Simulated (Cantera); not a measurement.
Input: 1 mol CuO, 5.8 mol CO, 1.1 mol H2, 0.89 mol C, equilibrated at 10.0 mbar.

Method: chemical equilibrium by Gibbs-energy minimisation in Cantera with the NASA 1993 tables (ideal gas, pure condensed phases). Candidate condensed phases: C, C6H6, C7H8, C8H18, Cu, CuO, Cu(OH)2, Cu2O, H2O; 113 gas species. Rates play no part. All values below are at 1398 K.

Base state: CO 0.848, H2 0.138, CO2 0.0105, H2O 0.00366, Cu 0.000130, H 1.75e-5 (mole fractions); condensed: Cu(l).

Question: What changes in the equilibrium state with this change: CO from 5.8 to 0.87 mol?

Answer: 
```csv
species,before,after
CO,0.848,0.599
H2,0.138,0.363
H2O,0.00366,0.0218
CO2,0.0105,0.0166
Cu,0.000130,0.000130
H,1.75e-5,2.85e-5
"Cu(l), mol",0.999,1.000
```

Question: What changes in the equilibrium state with this change: CuO replaced by Fe3O4?

Answer: 
| species | before | after |
|---|---|---|
| CO | 0.848 | 0.732 |
| CO2 | 0.0105 | 0.127 |
| H2 | 0.138 | 0.103 |
| H2O | 0.00366 | 0.0384 |
| Cu | 0.000130 | 0 |
| H | 1.75e-5 | 1.52e-5 |
| Cu(l), mol | 0.999 | 0 |
| Fe(γ), mol | 0 | 1.18 |
| FeO(s), mol | 0 | 1.82 |
Mutual solubility and eutectic melting of coexisting phases are not modelled. The tables' stoichiometric FeO is somewhat more stable than real wüstite, so its field is too wide. FeO: taken at fixed stoichiometry. Further candidate phases: Fe, Fe(CO)5, FeO, Fe(OH)2, Fe(OH)3, Fe2O3, Fe3O4.
